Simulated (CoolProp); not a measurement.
A single-stage vapour-compression cycle with the fluid: evaporating at 307.15 K (dew point), condensing at 360.15 K (bubble point), superheat 10 K, subcooling 2 K, compressor efficiency 0.6, no pressure losses. The same conditions are run with several fluids, on thermodynamics alone (safety and materials aside).

The numbers come from the reference Helmholtz-energy equation of state of each fluid (dimethyl ether: Wu 2011; R113: Marx 1992; isohexane: Lemmon 2006; R1224YDZ: Akasaka 2023; dimethyl carbonate: Zhou 2011; R1336mzz(E): Akasaka 2023) in CoolProp.

Rank dimethyl ether, R113, isohexane, R1224YDZ, dimethyl carbonate, R1336mzz(E) by cooling COP, highest first.

dimethyl carbonate (3.02), R113 (2.81), isohexane (2.74), R1224YDZ (2.61), dimethyl ether (2.56), R1336mzz(E) (2.36)

```
fluid               pressure ratio  discharge temperature (K)  refrigerating effect (kJ/kg)  volumetric capacity (kJ/m³)
------------------  --------------  -------------------------  ----------------------------  ---------------------------
dimethyl ether                3.38                      397.1                           266                         4030
R113                          5.04                      376.1                           107                          491
isohexane                     5.47                      367.2                           236                          319
R1224YDZ                      4.32                      375.0                           105                         1280
dimethyl carbonate            8.08                      400.1                           329                          128
R1336mzz(E)                   4.27                      370.6                          81.1                         1450
```
